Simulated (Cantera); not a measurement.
A closed system holds: 1 mol TEOS, 3.2 mol NO, 1.3 mol N2, 0.22 mol CO2, at 1873 K and 750 Torr.

Equilibrium computed with Cantera from the NASA thermochemical tables; the gas is ideal and each condensed phase is pure. Candidate condensed phases: C, C6H6, C7H8, C8H18, H2O, Si, SiC, SiO2, Si2N2O, Si3N4; 151 gas species. The feed counts by its element totals alone. Mutual solubility and eutectic melting of coexisting phases are not modelled. Rates play no part.

Base state: H2 0.490, CO 0.366, N2 0.137, SiO 0.00448, HCN 0.00167, H 0.000452, CH4 0.000109, C2H2 (acetylene) 8.49e-5 (mole fractions); condensed: SiC(s) + Si2N2O(s).

Q: What changes in the equilibrium state with this change: temperature from 1873 K to 525 K?

A: 
```tsv
species	before	after
H2O	4.85e-5	0.405
N2	0.137	0.268
CH4	0.000109	0.252
H2	0.490	0.0160
CO	0.366	2.66e-5
CO2	8.83e-6	0.0586
SiO	0.00448	<1e-9
HCN	0.00167	<1e-9
H	0.000452	<1e-9
C2H2 (acetylene)	8.49e-5	<1e-9
HNC	7.41e-5	<1e-9
SiC(s), mol	0.724	0
Si2N2O(s), mol	0.0925	0
C(graphite), mol	0	4.86
SiO2(α-quartz), mol	0	1.00
```
